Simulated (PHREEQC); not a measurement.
Make-up at 25 °C: 0.0035 mol Cu(NO3)2, 0.0023 mol H2SO4 and 0.2 mol FeCl3 per kg of water. Closed to the air; pH follows from the charge balance.

Computed with PHREEQC (ion-association model, phreeqc.dat).

Task: The ionic strength comes out as 0.669 mol/kgw. What activity coefficients do FeHSO4+2, FeCl+2, HSO4-, Fe2(OH)2+4, NO3- get?

Result: FeHSO4+2 0.31, FeCl+2 0.19, HSO4- 0.75, Fe2(OH)2+4 0.0092, NO3- 0.59.

This is a speciation only: nothing precipitates in the calculation. The solution is supersaturated, for example in Hematite (slow to form), Goethite (slow to form), so a real one may precipitate; this is no full list. Complexes and solids missing from the database can't appear.
